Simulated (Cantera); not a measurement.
Input: 1 mol SiC, 0.15 mol O2, 48 mol H2, equilibrated at 1950 K and 1330 Pa.

Equilibrium computed with Cantera from the NASA thermochemical tables; the gas is ideal and each condensed phase is pure. Candidate condensed phases: C, C6H6, C7H8, C8H18, H2O, Si, SiC, SiO2; 123 gas species. Gases not in the tables: Si2H6 and higher silanes. Rates play no part.

Base state: H2 0.983, H 0.00984, CO 0.00353, SiO 0.00265, Si 0.000771, SiH 6.76e-5, SiH2 3.37e-5, Si2C 1.70e-5 (mole fractions); condensed: SiC(s).

**Question.** What changes in the equilibrium state with this change: pressure from 1330 Pa to 47.0 Pa?

**Answer.** 
| species | before | after |
|---|---|---|
| H2 | 0.983 | 0.937 |
| H | 0.00984 | 0.0512 |
| CO | 0.00353 | 0.00575 |
| Si | 0.000771 | 0.00546 |
| SiC2 | 2.77e-7 | 3.15e-5 |
| C2H2 (acetylene) | 5.93e-6 | 9.06e-5 |
| SiC(s), mol | 0.827 | 0.695 |
